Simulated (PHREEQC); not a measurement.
Synthetic water in mmol/kgw, 25 °C, pH 7.41, pe 9:

| constituent | mmol/kgw |
|---|---|
| Na | 0.00138 |
| K | 4.36e-05 |
| Ca | 0.00129 |
| Mg | 0.00143 |
| Cl | 0.00296 |
| S(6) | 0.000517 |
| Alkalinity (meq/kgw) | 0.00271 |
| Si | 0.000105 |
| Ni | 9.71e-06 |
| Cd | 1.18e-06 |

Valence states are taken as typed.

Computed with PHREEQC (ion-association model, wateq4f.dat).

Precipitation was switched off in this run.

Problem. Order these C species by the share of C that they hold, largest first: CO2, HCO3-, CO3-2.

Solution. HCO3- (92 %), CO2 (8.0 %), CO3-2 (0.11 %)

The pH is 7.41 and the ionic strength 1.01e-5 mol/kgw.
